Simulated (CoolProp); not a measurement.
Model: reference Helmholtz-energy equation of state, Lemmon 2006, in CoolProp. It is a short technical equation, of lower accuracy than the large ones.

**Question.** For carbon monoxide, give the phase and the cv (kJ/(kg K)), speed of sound (m/s) at 176.2 K and 0.101 MPa; 198.5 K and 0.101 MPa.

**Answer.** 
- 176.2 K and 0.101 MPa: gas; cv 0.743, speed of sound 270
- 198.5 K and 0.101 MPa: gas; cv 0.743, speed of sound 287
